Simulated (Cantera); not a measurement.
**Thermodynamics of silicon nitride deposition, feed SiH4 + N2**

Feed: 1 mol SiH4, 0.49 mol N2, equilibrated at 1898.15 K and 10.0 mbar.

Method: chemical equilibrium by Gibbs-energy minimisation in Cantera with the NASA 1993 tables (ideal gas, pure condensed phases). Candidate condensed phases: Si, Si3N4; 18 gas species. The tables' values for SiN are old estimates; treat these amounts as uncertain. Gases not in the tables: Si2H6 and higher silanes. The numbers say what is thermodynamically allowed, not how fast it happens.

```yaml
x(H2): 0.796
x(N2): 0.196
x(H): 0.00698
x(Si): 0.00123
x(SiH): 9.58e-5
x(SiH2): 4.59e-5
x(Si2N): 2.66e-5
x(SiN): 1.83e-5
x(Si2): 9.84e-6
n(Si(l)): 0.996 mol
gas_amount: 2.502 mol
```
